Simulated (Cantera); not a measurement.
What does this Cantera script print?

```python
import numpy as np
import cantera as ct

gas = ct.Solution("gri30.yaml")
gas.TPX = 1700, 290000, {'CH4': 1, 'O2': 4.65, 'N2': 17.5}
reactor = ct.IdealGasConstPressureReactor(gas, energy="on", clone=False)
net = ct.ReactorNet([reactor])
net.rtol, net.atol = 1e-08, 1e-16
show = ['CH4', 'O2', 'HCN', 'H', 'H2O']
times = np.geomspace(1e-06, 0.4, 10)

steps = ct.SolutionArray(gas, extra=["t"])
rows = []
print(f"{'t/s':>10s}{'T/K':>9s}{'P/Pa':>11s}" + "".join(f"{s:>11s}" for s in show))
for t in times:
    while net.time < t:
        t_next = net.step()
        steps.append(gas.state, t=t_next)
    rows.append([np.interp(t, steps.t, y) for y in (steps.T, steps.P, *steps(*show).X.T)])
    print(f"{t:10.3e}{rows[-1][0]:9.1f}{rows[-1][1]:11.4g}" + "".join(f"{x:11.3e}" for x in rows[-1][2:]))
rate = np.gradient(steps.T, steps.t)
print("integrator steps:", len(steps.t))
if steps.T.max() > steps.T[0] + 200:
    print(f"time of steepest temperature rise: {steps.t[rate.argmax()]:.4e} s")
gas.TPX = 1700, 290000, {'CH4': 1, 'O2': 4.65, 'N2': 17.5}
gas.equilibrate("HP")
print(f"equilibrium (HP): T = {gas.T:.1f} K  " + "  ".join(f"{s} {gas[s].X[0]:.3e}" for s in show))
```

Result:

```
       t/s      T/K       P/Pa        CH4         O2        HCN          H        H2O
 1.000e-06   1700.0    2.9e+05  4.319e-02  2.009e-01  1.270e-16  1.231e-07  7.331e-07
 4.192e-06   1699.9    2.9e+05  4.318e-02  2.009e-01  3.082e-15  1.532e-07  6.370e-06
 1.758e-05   1699.9    2.9e+05  4.303e-02  2.008e-01  9.749e-14  4.340e-07  8.408e-05
 7.368e-05   1832.7    2.9e+05  2.323e-02  1.803e-01  7.936e-09  2.216e-04  2.166e-02
 3.089e-04   2510.9    2.9e+05  4.779e-19  1.117e-01  1.842e-12  4.695e-04  8.033e-02
 1.295e-03   2508.0    2.9e+05  4.609e-19  1.108e-01  2.222e-12  4.579e-04  8.042e-02
 5.429e-03   2498.0    2.9e+05  4.174e-19  1.080e-01  3.138e-12  4.310e-04  8.064e-02
 2.276e-02   2486.6    2.9e+05  3.717e-19  1.049e-01  3.786e-12  4.021e-04  8.088e-02
 9.541e-02   2485.7    2.9e+05  3.681e-19  1.046e-01  3.824e-12  3.998e-04  8.090e-02
 4.000e-01   2485.7    2.9e+05  3.681e-19  1.046e-01  3.824e-12  3.998e-04  8.090e-02
integrator steps: 1606
time of steepest temperature rise: 7.8895e-05 s
equilibrium (HP): T = 2485.7 K  CH4 5.508e-19  O2 1.046e-01  HCN 3.824e-12  H 3.998e-04  H2O 8.090e-02
```

Computed with Cantera and GRI-Mech 3.0 (53 species, 325 reactions).
